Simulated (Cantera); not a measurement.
What does this Cantera script print?

```python
import numpy as np
import cantera as ct

gas = ct.Solution("h2o2.yaml")
gas.TPX = 700, 17000, {'H2': 1, 'O2': 0.521, 'N2': 1.96}
flame = ct.FreeFlame(gas, width=0.14)
flame.set_refine_criteria(ratio=3, slope=0.08, curve=0.16)
flame.transport_model = "mixture-averaged"
flame.solve(loglevel=0, auto=True)
z, T = flame.grid, flame.T
thick = (T[-1] - T[0]) / np.gradient(T, z).max()
show = ['H2', 'O2', 'O', 'H2O', 'H', 'HO2']
print(f"laminar burning velocity  {flame.velocity[0] * 100:.3f} cm/s")
print(f"burnt temperature         {T[-1]:.1f} K")
print(f"thermal thickness         {thick * 1e3:.4f} mm")
print(f"grid points               {len(z)}")
z0 = z[flame.heat_release_rate.argmax()]
print(f"{'z/mm':>9s}{'T/K':>9s}{'u/(m/s)':>9s}" + "".join(f"{s:>11s}" for s in show))
rows = []
for k in (-3, -2, -1.5, -1, -0.5, -0.25, 0, 0.25, 0.5, 1, 2, 4, 8):
    zz = z0 + k * thick
    rows.append([k * thick, np.interp(zz, z, T), np.interp(zz, z, flame.velocity),
                 *(np.interp(zz, z, flame.X[gas.species_index(s)]) for s in show)])
    print(f"{rows[-1][0] * 1e3:9.3f}{rows[-1][1]:9.1f}{rows[-1][2]:9.3f}" + "".join(f"{x:11.3e}" for x in rows[-1][3:]))
```

It prints:

```
laminar burning velocity  842.291 cm/s
burnt temperature         2461.2 K
thermal thickness         5.2824 mm
grid points               129
     z/mm      T/K  u/(m/s)         H2         O2          O        H2O          H        HO2
  -15.847    700.0    8.423  2.873e-01  1.497e-01  1.273e-15  1.236e-12  3.126e-14  1.650e-11
  -10.565    700.0    8.423  2.873e-01  1.497e-01  4.209e-13  8.213e-12  1.109e-11  6.346e-11
   -7.924    700.0    8.423  2.873e-01  1.497e-01  2.958e-11  2.690e-10  8.838e-10  1.987e-09
   -5.282    700.0    8.423  2.873e-01  1.497e-01  8.784e-09  5.510e-08  3.053e-07  3.588e-07
   -2.641    704.2    8.468  2.863e-01  1.496e-01  1.049e-05  3.076e-04  3.424e-04  4.245e-05
   -1.321    788.4    9.414  2.682e-01  1.463e-01  3.769e-04  9.178e-03  8.241e-03  3.539e-05
    0.000   1143.8   13.285  1.321e-01  9.717e-02  8.837e-03  1.082e-01  6.787e-02  1.760e-05
    1.321   1416.6   16.222  4.777e-02  4.448e-02  1.763e-02  1.996e-01  8.969e-02  7.235e-06
    2.641   1537.4   17.467  4.538e-02  3.900e-02  1.803e-02  2.097e-01  7.973e-02  5.467e-06
    5.282   1681.3   18.907  4.682e-02  3.569e-02  1.700e-02  2.175e-01  6.564e-02  4.181e-06
   10.565   1841.2   20.456  4.678e-02  3.213e-02  1.498e-02  2.275e-01  5.097e-02  3.113e-06
   21.130   2007.9   22.018  4.463e-02  2.836e-02  1.222e-02  2.398e-01  3.706e-02  2.282e-06
   42.259   2171.7   23.502  4.028e-02  2.450e-02  9.154e-03  2.541e-01  2.499e-02  1.768e-06
```

Computed with Cantera and the H2/O2 subset of GRI-Mech 3.0, which has no nitrogen chemistry. Burning velocities carry a grid error of a few per cent, more on coarse grids.
